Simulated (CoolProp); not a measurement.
o-xylene at 346.59 K and 0.00666 MPa is throttled through a valve to 0.00205 MPa with no heat exchange. Each further row changes one setting.

Values from CoolProp's reference Helmholtz-energy equation of state, Zhou 2012.

```tsv
case	temperature change (K)	final density (kg/m³)
as stated	-0.3	___
outlet pressure 0.000615 MPa	___	___
outlet pressure 0.00267 MPa	-0.3	___
```

**Question.** Fill in the missing entries.

**Answer.** 
- as stated, final density (kg/m³): 0.0757
- outlet pressure 0.000615 MPa, temperature change (K): -0.4
- outlet pressure 0.000615 MPa, final density (kg/m³): 0.0227
- outlet pressure 0.00267 MPa, final density (kg/m³): 0.0987
